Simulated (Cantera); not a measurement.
Charge: 1 mol SiCl₄, 1.6 mol Cl₂, 0.62 mol H₂, 0.84 mol HCl, held at 1573.15 K and 23000 Pa.

These are equilibrium values from Cantera (NASA tables, ideal gas, pure condensed phases), not measurements of a reactor. Candidate condensed phases: Si; 19 gas species. The tables' values for SiCl₃ are old estimates; treat these amounts as uncertain. Kinetics and transport are ignored.

What is the equilibrium state?


- x(HCl) = 0.491
- x(SiCl₄) = 0.236
- x(Cl₂) = 0.189
- x(Cl) = 0.0847
- x(SiCl₃) = 9.36e-5
- gas amount = 4.240 mol
- log10 activity of Si(s) (absent) = -13.74
